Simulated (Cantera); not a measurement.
An adiabatic, constant-pressure homogeneous reactor starts with CO : H2 : O2 : N2 : CO2 = 1 : 0.05 : 0.477 : 1.79 : 0.45 (molar parts), equivalence ratio 1.1, at 950 K and 4430 Torr. Integrator tolerance rtol = 1e-08.

Cantera simulation using GRI-Mech 3.0 (53 species, 325 reactions); the numbers are that mechanism's predictions, not measurements. The hydrogen kinetics of GRI-Mech 3.0 are dated; newer H2 mechanisms differ, most at raised pressure.

Q: What does this change do: constant volume in place of constant pressure?

A: 
```csv
quantity,before,after
time of steepest temperature rise,19.6 ms,16.9 ms
temperature at 0.400 s,2533 K,2728 K
equilibrium temperature,2533 K,2728 K
x(CO) at 0.400 s,0.0602 (gas-phase equilibrium 0.0602),0.0753 (gas-phase equilibrium 0.0753)
x(H2) at 0.400 s,0.000348 (gas-phase equilibrium 0.000348),0.000403 (gas-phase equilibrium 0.000403)
x(O2) at 0.400 s,0.0127 (gas-phase equilibrium 0.0127),0.0183 (gas-phase equilibrium 0.0183)
x(NO) at 0.400 s,0.00493 (gas-phase equilibrium 0.00493),0.00803 (gas-phase equilibrium 0.00803)
x(HO2) at 0.400 s,1.09e-6 (gas-phase equilibrium 1.09e-6),2.79e-6 (gas-phase equilibrium 2.79e-6)
x(NO2) at 0.400 s,2.52e-6 (gas-phase equilibrium 2.52e-6),6.59e-6 (gas-phase equilibrium 6.59e-6)
```

Q: What does this change do: initial temperature 950 to 1025 K?

A: 
| quantity | before | after |
|---|---|---|
| time of steepest temperature rise | 19.6 ms | 2.83 ms |
| temperature at 0.400 s | 2533 K | 2565 K |
| equilibrium temperature | 2533 K | 2565 K |
| x(CO) at 0.400 s | 0.0602 (gas-phase equilibrium 0.0602) | 0.0650 (gas-phase equilibrium 0.0650) |
| x(H2) at 0.400 s | 0.000348 (gas-phase equilibrium 0.000348) | 0.000370 (gas-phase equilibrium 0.000370) |
| x(O2) at 0.400 s | 0.0127 (gas-phase equilibrium 0.0127) | 0.0146 (gas-phase equilibrium 0.0146) |
| x(NO) at 0.400 s | 0.00493 (gas-phase equilibrium 0.00493) | 0.00558 (gas-phase equilibrium 0.00558) |
| x(HO2) at 0.400 s | 1.09e-6 (gas-phase equilibrium 1.09e-6) | 1.30e-6 (gas-phase equilibrium 1.30e-6) |
| x(NO2) at 0.400 s | 2.52e-6 (gas-phase equilibrium 2.52e-6) | 2.97e-6 (gas-phase equilibrium 2.97e-6) |
